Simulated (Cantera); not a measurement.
## Adiabatic ignition

An adiabatic, constant-pressure homogeneous reactor starts with CH3OH : O2 : N2 = 1 : 4.84 : 18.2 (molar parts), equivalence ratio 0.31, at 1725 K and 0.270 bar.

Model: GRI-Mech 3.0 (53 species, 325 reactions), integrated in Cantera. GRI-Mech 3.0 was tuned for natural gas; its chemistry of methanol as a main component is partial and can be far from experiment.

| t (s) | T (K) | x CH3OH | x O2 | x HCN | x CH3 | x O | x OH |
|---|---|---|---|---|---|---|---|
| 4.00e-6 | 1725 | 0.0415 | 0.201 | <1e-12 | 1.82e-5 | 9.55e-7 | 6.94e-6 |
| 1.49e-5 | 1725 | 0.0412 | 0.201 | 3.62e-12 | 5.78e-5 | 1.27e-6 | 9.05e-6 |
| 5.52e-5 | 1728 | 0.0387 | 0.199 | 2.79e-11 | 6.80e-5 | 3.43e-6 | 3.72e-5 |
| 0.000205 | 1892 | 0.00824 | 0.173 | 1.17e-9 | 4.87e-5 | 8.58e-5 | 0.000373 |
| 0.000761 | 2127 | <1e-12 | 0.129 | <1e-12 | <1e-12 | 0.0166 | 0.0138 |
| 0.00283 | 2272 | <1e-12 | 0.131 | <1e-12 | <1e-12 | 0.00810 | 0.0115 |
| 0.0105 | 2336 | <1e-12 | 0.132 | <1e-12 | <1e-12 | 0.00440 | 0.00908 |
| 0.0390 | 2334 | <1e-12 | 0.131 | <1e-12 | <1e-12 | 0.00424 | 0.00890 |
| 0.145 | 2326 | <1e-12 | 0.129 | <1e-12 | <1e-12 | 0.00400 | 0.00860 |
| 0.538 | 2320 | <1e-12 | 0.127 | <1e-12 | <1e-12 | 0.00385 | 0.00841 |
| 2.00 | 2320 | <1e-12 | 0.127 | <1e-12 | <1e-12 | 0.00384 | 0.00840 |
x: mole fraction; the columns are a selection and need not sum to one.

```json
{
 "time_of_steepest_temperature_rise": "0.237 ms",
 "temperature at 2.00 s": "2320 K",
 "equilibrium_temperature": "2320 K",
 "x(CH3OH) at 2.00 s": "<1e-12 (gas-phase equilibrium <1e-12)",
 "x(O2) at 2.00 s": "0.127 (gas-phase equilibrium 0.127)",
 "x(HCN) at 2.00 s": "<1e-12 (gas-phase equilibrium <1e-12)"
}
```
